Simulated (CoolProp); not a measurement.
Model: reference Helmholtz-energy equation of state, Lemmon 2006, in CoolProp. It is a short technical equation, of lower accuracy than the large ones.

Q: For nitrous oxide, give the phase and the density (kg/m³), speed of sound (m/s), Joule-Thomson coefficient (K/MPa), expansivity (1/kK) at 348.5 K and 1.61 MPa.

A: 
- 348.5 K and 1.61 MPa: gas; density 25.8, speed of sound 279, Joule-Thomson coefficient 7.67, expansivity 3.44
